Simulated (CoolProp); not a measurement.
A single-stage vapour-compression cycle with isobutene: evaporating at 228.15 K (dew point), condensing at 292.15 K (bubble point), superheat 2 K, subcooling 8 K, compressor efficiency 0.7, no pressure losses. Each further row changes one setting.

Computed with CoolProp (reference Helmholtz-energy equation of state, Lemmon 2005). It is a short technical equation, of lower accuracy than the large ones.

```
case                              cooling COP  pressure ratio  discharge temperature (K)  refrigerating effect (kJ/kg)  volumetric capacity (kJ/m³)
--------------------------------  -----------  --------------  -------------------------  ----------------------------  ---------------------------
as stated                                2.07            14.8                      331.8                           305                          155
evaporating temperature 233.15 K          [?]            11.3                      327.1                           312                          [?]
condensing temperature 287.15 K          2.30            12.6                      325.5                           317                          161
subcooling 13 K                           [?]            14.8                      331.8                           317                          161
superheat 12 K                           2.07            14.8                        [?]                           319                          155
compressor efficiency 0.6                1.77            14.8                      345.4                           305                          155
```

Q: Some entries are withheld; supply them.

A: 
- evaporating temperature 233.15 K, cooling COP: 2.34
- evaporating temperature 233.15 K, volumetric capacity (kJ/m³): 204
- subcooling 13 K, cooling COP: 2.15
- superheat 12 K, discharge temperature (K): 342.8
